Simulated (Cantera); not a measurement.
Cu + CO + N2 (metals in furnace atmospheres)

Feed: 1 mol Cu, 17 mol CO, a varied amount of N2, at 973.15 K and 0.0133 bar.

Equilibrium computed with Cantera from the NASA thermochemical tables; the gas is ideal and each condensed phase is pure. Candidate condensed phases: C, Cu, CuO, Cu2O; 27 gas species. Rates play no part.

```csv
n(N2) (mol),x N2,x CO,x CO2,n C(graphite),n Cu(s)
14,0.453,0.543,0.00393,0.121,1.00
49,0.743,0.256,0.000874,0.0576,1.00
84,0.832,0.168,0.000375,0.0378,1.00
120,0.876,0.124,0.000204,0.0279,1.00
150,0.898,0.102,0.000137,0.0229,1.00
190,0.918,0.0820,8.95e-5,0.0185,1.00
220,0.928,0.0716,6.83e-5,0.0162,1.00
```
x: gas mole fraction; n: condensed amount in mol.

From 14 mol N2 to 220 mol N2 the condensed part is C(graphite) + Cu(s).
